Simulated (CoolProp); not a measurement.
A simple Rankine cycle with R123: condensing at 313.15 K, boiler at 2.43 MPa, turbine inlet 499 K, turbine efficiency 0.9, pump efficiency 0.7, no recuperator. Each further row changes one setting.

Computed with CoolProp (reference Helmholtz-energy equation of state, Younglove 1994). It is a modified Benedict-Webb-Rubin equation, recast in Helmholtz form.

```json
[
 {"case": "as stated", "thermal efficiency (%)": "18.2", "net work (kJ/kg)": "53.2", "heat in (kJ/kg)": "293", "turbine exit temperature (K)": "411.1", "volume ratio over the turbine": "15.6"},
 {"case": "condensing temperature 305.15 K", "thermal efficiency (%)": "19.4", "net work (kJ/kg)": "…", "heat in (kJ/kg)": "301", "turbine exit temperature (K)": "404.1", "volume ratio over the turbine": "…"},
 {"case": "boiler pressure 1.7 MPa", "thermal efficiency (%)": "…", "net work (kJ/kg)": "48.9", "heat in (kJ/kg)": "300", "turbine exit temperature (K)": "425.3", "volume ratio over the turbine": "10.5"},
 {"case": "turbine efficiency 0.8", "thermal efficiency (%)": "…", "net work (kJ/kg)": "47.0", "heat in (kJ/kg)": "293", "turbine exit temperature (K)": "…", "volume ratio over the turbine": "15.9"}
]
```

**Question.** Some entries are withheld; supply them.

**Answer.** 
- condensing temperature 305.15 K, net work (kJ/kg): 58.4
- condensing temperature 305.15 K, volume ratio over the turbine: 20.2
- boiler pressure 1.7 MPa, thermal efficiency (%): 16.3
- turbine efficiency 0.8, thermal efficiency (%): 16.1
- turbine efficiency 0.8, turbine exit temperature (K): 418.8
